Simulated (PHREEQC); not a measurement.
1 kg of water holding 0.31 mol NaCl, 0.0051 mol NaOH and 0.0086 mol Na2SO4 is evaporated at 25 °C; the solids stay in contact with the brine. CO2 from the air is kept out. Only these solids could form: Halite, Mirabilite, Thenardite.

The series has 28 steps of water left (kg), from 1 to 0.005012.

Model: Pitzer model, pitzer.dat, run in PHREEQC.

Question: Which solids form, in which order, and at which step of the series does each first stand?

Answer: Halite from water left = 0.04335 kg (pH 12.73); Thenardite from water left = 0.01099 kg (pH 13.39).
